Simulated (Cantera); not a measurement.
Charge: 1 mol SiCl4, 3.3 mol HCl, 6.5 mol H2, held at 1098.15 K and 0.133 bar.

Equilibrium computed with Cantera from the NASA thermochemical tables; the gas is ideal and each condensed phase is pure. Candidate condensed phases: Si; 19 gas species. The tables' values for SiCl3 are old estimates; treat these amounts as uncertain. Rates play no part.

Base state: H2 0.599, HCl 0.309, SiCl4 0.0895, SiHCl3 0.00253, SiCl3 0.000491, SiCl2 3.78e-5 (mole fractions); condensed: gas only.

Problem. What changes in the equilibrium state with this change: temperature from 1098.15 K to 1423 K?

Solution. 
```tsv
species	before	after
H2	0.599	0.549
HCl	0.309	0.361
SiCl4	0.0895	0.0470
SiCl2	3.78e-5	0.0213
SiCl3	0.000491	0.0159
H	5.26e-8	1.35e-5
SiH2Cl2	8.56e-6	0.000100
SiHCl3	0.00253	0.00556
```
